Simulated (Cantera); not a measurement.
Cantera run:

```python
import numpy as np
import cantera as ct

gas_names = """
    CL CL2 H HCL H2 N NH NH2 NH3 N2 N2H2 N2H4 Si SiCL SiCL2 SiCL3 SiCL4 SiH SiHCL3 SiH2 SiH2CL2 SiH3
    SiH3CL SiH4 SiN Si2 Si2N Si3
""".split()
cond_names = """
    NH4CL(a) NH4CL(b) Si(cr) Si(L) Si3N4(a)
""".split()


# ... load() reads the species with a 1 bar reference pressure and builds the phases ...
atoms = {
    'Si2Cl6': {'Si': 2, 'CL': 6},
    'HCl': {'H': 1, 'CL': 1},
    'N2': {'N': 2},
    'Cl2': {'CL': 2},
}
top_T = {'Si3N4(a)': 2400}  # K; cautious upper limits of use, not melting points


# ... equilibrate(T, P, feed) seeds the gas with the atoms and calls Mixture.equilibrate('TP', solver="vcs", rtol=1e-11, max_steps=5000) ...
results = []
feed = {'Si2Cl6': 1, 'HCl': 0.42, 'N2': 12, 'Cl2': 0.42}  # mol
T = 1273.15  # K
P = 70000  # Pa
mix = equilibrate(T, P, feed)
results.append((T, P, feed, dict(zip(mix.species_names, mix.species_moles))))
print(gas.report(threshold=1e-05))
for i in range(1, mix.n_phases):
    print(f"{mix.phase(i).name:16s} {mix.phase_moles(i):12.5e} mol")
```

Output:

```
       temperature   1273.2 K
          pressure   70000 Pa
           density   0.30215 kg/m^3
  mean mol. weight   45.692 kg/kmol
   phase of matter   gas

                          1 kg             1 kmol
                     ---------------   ---------------
          enthalpy       -9.8133e+05       -4.4839e+07  J
   internal energy        -1.213e+06       -5.5424e+07  J
           entropy            5976.2        2.7306e+05  J/K
    Gibbs function       -8.5899e+06       -3.9249e+08  J
 heat capacity c_p            937.99             42859  J/K
 heat capacity c_v            756.02             34544  J/K

                      mass frac. Y      mole frac. X     chem. pot. / RT
                     ---------------   ---------------   ---------------
               HCL          0.022599          0.028323           -37.566
                H2        3.6451e-05        0.00082616           -25.594
                N2           0.51947           0.84727           -26.045
             SiCL2        0.00029891        0.00013798            -63.54
             SiCL3         0.0047104          0.001601           -88.309
             SiCL4           0.45246           0.12169           -113.08
            SiHCL3        0.00042086        0.00014198           -101.11
     [  +21 minor]        6.1283e-07        7.6865e-07

Si(cr)            0.00000e+00 mol
Si3N4(a)          9.22360e-02 mol
```

These are equilibrium values from Cantera (NASA tables, ideal gas, pure condensed phases), not measurements of a reactor. The feed counts by its element totals alone. N2 is the only nitrogen source here; it is nearly inert below about 1500 K, so the nitride shown seldom forms there in practice. The tables' values for SiCl3 are old estimates; treat these amounts as uncertain.
